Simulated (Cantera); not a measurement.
What does this Cantera script print?

```python
import numpy as np
import cantera as ct

gas_names = [...]  # 109 gases of nasa_gas.yaml made of C, Cl, H, Si
cond_names = """
    C(gr) C6H6(L) C7H8(L) C8H18(L),n-octa Si(cr) Si(L) SiC(b)
""".split()


# ... load() reads the species with a 1 bar reference pressure and builds the phases ...
atoms = {
    '(CH3)2SiCl2': {'C': 2, 'H': 6, 'Si': 1, 'CL': 2},
    'C2H2': {'C': 2, 'H': 2},
    'H2': {'H': 2},
}
top_T = {'C(gr)': 4500, 'SiC(b)': 3050}  # K; cautious upper limits of use, not melting points


# ... equilibrate(T, P, feed) seeds the gas with the atoms and calls Mixture.equilibrate('TP', solver="vcs", rtol=1e-11, max_steps=5000) ...
results = []
T = 925  # K
P = 3900  # Pa
for m in [3, 5.1, 8.4, 14, 23, 39, 65, 110, 180, 300]:
    feed = {'(CH3)2SiCl2': 1, 'C2H2': 0.92, 'H2': m}  # mol
    mix = equilibrate(T, P, feed)
    results.append((T, P, feed, dict(zip(mix.species_names, mix.species_moles))))
    x = sorted(zip(gas.X, gas.species_names), reverse=True)
    print(f"T = {T:g} K  P = {P:g} Pa  n(H2) = {m:g} mol  gas = {mix.phase_moles(0):.4g} mol")
    print("   x: " + "  ".join(f"{s} {v:.3e}" for v, s in x if v > 0.0001))
    print("   condensed (mol): " + ("  ".join(f"{mix.phase(i).name} {mix.phase_moles(i):.4g}"
          for i in range(1, mix.n_phases) if mix.phase_moles(i) > 1e-12) or "none"))
```

Output:

```
T = 925 K  P = 3900 Pa  n(H2) = 3 mol  gas = 7.533 mol
   x: H2 8.610e-01  HCL 8.751e-02  SiCL4 4.330e-02  CH4 6.560e-03  SiHCL3 1.548e-03
   condensed (mol): C(gr) 3.129  SiC(b) 0.6618
T = 925 K  P = 3900 Pa  n(H2) = 5.1 mol  gas = 9.647 mol
   x: H2 8.801e-01  HCL 8.113e-02  SiCL4 3.061e-02  CH4 6.855e-03  SiHCL3 1.207e-03
   condensed (mol): C(gr) 3.081  SiC(b) 0.6926
T = 925 K  P = 3900 Pa  n(H2) = 8.4 mol  gas = 12.96 mol
   x: H2 8.991e-01  HCL 7.332e-02  SiCL4 1.957e-02  CH4 7.153e-03  SiHCL3 8.717e-04
   condensed (mol): C(gr) 3.013  SiC(b) 0.7346
T = 925 K  P = 3900 Pa  n(H2) = 14 mol  gas = 18.57 mol
   x: H2 9.178e-01  HCL 6.355e-02  SiCL4 1.060e-02  CH4 7.454e-03  SiHCL3 5.561e-04
   condensed (mol): C(gr) 2.909  SiC(b) 0.7924
T = 925 K  P = 3900 Pa  n(H2) = 23 mol  gas = 27.57 mol
   x: H2 9.347e-01  HCL 5.252e-02  CH4 7.731e-03  SiCL4 4.767e-03  SiHCL3 3.082e-04
   condensed (mol): C(gr) 2.767  SiC(b) 0.8597
T = 925 K  P = 3900 Pa  n(H2) = 39 mol  gas = 43.5 mol
   x: H2 9.508e-01  HCL 3.961e-02  CH4 7.999e-03  SiCL4 1.490e-03  SiHCL3 1.300e-04
   condensed (mol): C(gr) 2.563  SiC(b) 0.9293
T = 925 K  P = 3900 Pa  n(H2) = 65 mol  gas = 69.32 mol
   x: H2 9.640e-01  HCL 2.739e-02  CH4 8.224e-03  SiCL4 3.315e-04
   condensed (mol): C(gr) 2.296  SiC(b) 0.9739
T = 925 K  P = 3900 Pa  n(H2) = 110 mol  gas = 114 mol
   x: H2 9.742e-01  HCL 1.731e-02  CH4 8.399e-03
   condensed (mol): C(gr) 1.89  SiC(b) 0.9928
T = 925 K  P = 3900 Pa  n(H2) = 180 mol  gas = 183.4 mol
   x: H2 9.806e-01  HCL 1.087e-02  CH4 8.509e-03
   condensed (mol): C(gr) 1.282  SiC(b) 0.998
T = 925 K  P = 3900 Pa  n(H2) = 300 mol  gas = 302.3 mol
   x: H2 9.848e-01  CH4 8.582e-03  HCL 6.609e-03
   condensed (mol): C(gr) 0.2459  SiC(b) 0.9995
```

Cantera equilibrium calculation (NASA polynomials, part measured and part estimated; ideal gas, pure solids and liquids). The feed counts by its element totals alone. The tables' values for SiCl3 are old estimates; treat these amounts as uncertain.
